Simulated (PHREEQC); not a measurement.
Acid rinse or clean: speciation

A solution holds 36 mmol/kgw H2SO4, 5 mmol/kgw CaCl2 and 22 mmol/kgw KCl, at 2.9 °C. Closed to the air; pH follows from the charge balance.

Model: ion-association model, phreeqc.dat, run in PHREEQC.

This is a speciation only: nothing precipitates in the calculation.

Predict the pH, specific conductance.

pH 1.36; specific conductance 11800 µS/cm.

In which forms is S present?

HSO4- 54 %, SO4-2 40 %, CaSO4 3.2 %, KSO4- 1.5 %, CaHSO4+ 0.9 % of the S.

Constants without temperature data keep their 25 °C values here.
